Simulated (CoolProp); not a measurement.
Properties of R22 at several states.

The numbers come from the reference Helmholtz-energy equation of state, Kamei 1995 in CoolProp.

| T (°C) | p (MPa) | phase | Joule-Thomson coefficient (K/MPa) | conductivity (mW/(m K)) |
|---|---|---|---|---|
| 82.65 | 0.241 | gas | 12.91 | 15.5 |
| 126.85 | 2.81 | gas | 10.06 | 20.3 |
| 196.25 | 2.12 | gas | 6.188 | 25.4 |
| 137.45 | 18.2 | supercritical | 0.8403 | 60.3 |
| 34.05 | 29.6 | liquid | -0.2673 | 97.9 |

Thermal conductivity comes from a separate model (McLinden 2000), an estimate that may be off by 10 % or more.
